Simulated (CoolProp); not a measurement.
A simple Rankine cycle with R134a: condensing at 320.15 K, boiler at 3.38 MPa, turbine inlet 405.2 K, turbine efficiency 0.8, pump efficiency 0.7, no recuperator. Each further row changes one setting.

Model: reference Helmholtz-energy equation of state, Tillner-Roth 1994, in CoolProp.

```tsv
case	thermal efficiency (%)	net work (kJ/kg)	heat in (kJ/kg)	turbine exit temperature (K)	volume ratio over the turbine
as stated	8.0	?	223	364.9	2.92
turbine inlet 425.2 K	8.0	?	248	387.0	?
condensing temperature 312.15 K	9.3	21.8	234	358.0	?
boiler pressure 2.37 MPa	5.6	13.1	?	381.3	1.97
turbine efficiency 0.7	6.8	15.2	223	367.3	2.96
```

### Question
Some entries are withheld; supply them.

### Answer

- as stated, net work (kJ/kg): 17.7
- turbine inlet 425.2 K, net work (kJ/kg): 19.9
- turbine inlet 425.2 K, volume ratio over the turbine: 2.85
- condensing temperature 312.15 K, volume ratio over the turbine: 3.61
- boiler pressure 2.37 MPa, heat in (kJ/kg): 235
